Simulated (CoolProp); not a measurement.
Computed with CoolProp (reference Helmholtz-energy equation of state, Thol 2017).

Q: For octamethyltrisiloxane (MDM), give the phase and the cp (kJ/(kg K)) at 480 K and 3670 kPa; 442.6 K and 14.9 kPa.

A: 
- 480 K and 3670 kPa: liquid; cp 2.22
- 442.6 K and 14.9 kPa: gas; cp 1.79
